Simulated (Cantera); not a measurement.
Feed: 1 mol Si₃N₄, 0.03 mol N₂O, 93 mol H₂, equilibrated at 1650 K and 0.100 bar.

Equilibrium computed with Cantera from the NASA thermochemical tables; the gas is ideal and each condensed phase is pure. Candidate condensed phases: H₂O, Si, SiO₂, Si₂N₂O, Si₃N₄; 35 gas species. Mutual solubility and eutectic melting of coexisting phases are not modelled. Equilibrium is a limit: real reactors are often held back by kinetics, nucleation or transport.

Base state: H₂ 0.993, N₂ 0.00690, H 0.000286, SiO 0.000236 (mole fractions); condensed: Si(s) + Si₂N₂O(s) + Si₃N₄(s).

### Question
What changes in the equilibrium state with this change: temperature from 1650 K to 1975 K?

### Answer
```tsv
species	before	after
H₂	0.993	0.974
N₂	0.00690	0.0213
H	0.000286	0.00427
Si	2.68e-6	0.000323
SiH	1.54e-6	7.26e-5
SiH₂	8.59e-6	8.95e-5
SiO	0.000236	0.000315
Si(s), mol	0.897	0
Si₂N₂O(s), mol	0.00788	0
Si₃N₄(s), mol	0.688	0
Si(l), mol	0	2.92
```
Gases not in the tables: Si₂H₆ and higher silanes.
